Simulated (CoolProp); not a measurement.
Computed with CoolProp (reference Helmholtz-energy equation of state, Platzer 1990). This equation is an older, rougher fit; its heat capacities, sound speeds and derivatives of the liquid may be far off and weren't checked against measurements.

Problem. Give the vapour pressure (kPa), liquid density (kg/m³), vapour density (kg/m³), liquid conductivity (mW/(m K)) of saturated R13 at 172, 202.3, 217.5 K.

Solution. 
```csv
T (K),p (kPa),liquid density (kg/m³),vapour density (kg/m³),liquid conductivity (mW/(m K))
172,30.7,1590,2.28,100
202.3,172,1480,11.4,84.8
217.5,335,1420,21.4,77.1
```

Thermal conductivity comes from a separate model (Huber 2003), an estimate that may be off by 10 % or more.
